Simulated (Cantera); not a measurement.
What does this Cantera script print?

```python
import numpy as np
import cantera as ct

gas = ct.Solution("gri30.yaml")
gas.TPX = 1750, 18000, {'CH4': 1, 'CO2': 0.45}
reactor = ct.IdealGasConstPressureReactor(gas, energy="off", clone=False)
net = ct.ReactorNet([reactor])
net.rtol, net.atol = 1e-08, 1e-18
show = ['CH4', 'CO2', 'CH2', 'CH2CO', 'CO', 'HCO']
times = np.geomspace(3e-05, 9, 12)

steps = ct.SolutionArray(gas, extra=["t"])
rows = []
print(f"{'t/s':>10s}{'T/K':>9s}{'P/Pa':>11s}" + "".join(f"{s:>11s}" for s in show))
for t in times:
    while net.time < t:
        t_next = net.step()
        steps.append(gas.state, t=t_next)
    rows.append([np.interp(t, steps.t, y) for y in (steps.T, steps.P, *steps(*show).X.T)])
    print(f"{t:10.3e}{rows[-1][0]:9.1f}{rows[-1][1]:11.4g}" + "".join(f"{x:11.3e}" for x in rows[-1][2:]))
rate = np.gradient(steps.T, steps.t)
print("integrator steps:", len(steps.t))
if steps.T.max() > steps.T[0] + 200:
    print(f"time of steepest temperature rise: {steps.t[rate.argmax()]:.4e} s")
gas.TPX = 1750, 18000, {'CH4': 1, 'CO2': 0.45}
gas.equilibrate("TP")
print(f"equilibrium (TP): T = {gas.T:.1f} K  " + "  ".join(f"{s} {gas[s].X[0]:.3e}" for s in show))
```

Result:

```
       t/s      T/K       P/Pa        CH4        CO2        CH2      CH2CO         CO        HCO
 3.000e-05   1750.0    1.8e+04  6.891e-01  3.103e-01  1.045e-08  2.038e-13  1.607e-06  5.385e-12
 9.442e-05   1750.0    1.8e+04  6.879e-01  3.101e-01  9.505e-08  7.121e-12  6.179e-06  3.450e-10
 2.971e-04   1750.0    1.8e+04  6.823e-01  3.095e-01  5.898e-07  4.249e-10  4.867e-05  1.704e-08
 9.352e-04   1750.0    1.8e+04  6.393e-01  3.038e-01  1.927e-06  4.556e-08  7.698e-04  1.955e-07
 2.943e-03   1750.0    1.8e+04  4.618e-01  2.678e-01  1.842e-06  3.162e-06  7.450e-03  2.049e-07
 9.262e-03   1750.0    1.8e+04  2.570e-01  2.006e-01  1.136e-06  2.095e-05  3.415e-02  9.147e-08
 2.915e-02   1750.0    1.8e+04  1.039e-01  1.021e-01  8.319e-07  5.475e-05  1.063e-01  3.478e-08
 9.174e-02   1750.0    1.8e+04  3.111e-02  2.242e-02  6.125e-07  7.755e-05  1.849e-01  1.708e-08
 2.887e-01   1750.0    1.8e+04  1.734e-02  1.288e-02  3.667e-07  4.484e-05  2.254e-01  1.482e-08
 9.087e-01   1750.0    1.8e+04  1.106e-02  6.144e-03  1.780e-07  1.471e-05  2.733e-01  1.489e-08
 2.860e+00   1750.0    1.8e+04  4.953e-03  1.090e-03  6.235e-08  2.167e-06  3.050e-01  1.589e-08
 9.000e+00   1750.0    1.8e+04  2.183e-03  1.008e-05  2.456e-08  1.366e-07  3.110e-01  1.622e-08
integrator steps: 1859
equilibrium (TP): T = 1750.0 K  CH4 2.124e-03  CO2 4.718e-08  CH2 2.384e-08  CH2CO 1.168e-07  CO 3.110e-01  HCO 1.623e-08
```

Computed with Cantera and GRI-Mech 3.0 (53 species, 325 reactions). GRI-Mech 3.0 stops at C3 and has no aromatics, soot or wall deposition, so with more carbon than oxygen in the feed, carbon stays in small species such as C2H2 where larger ones or solid carbon would form.
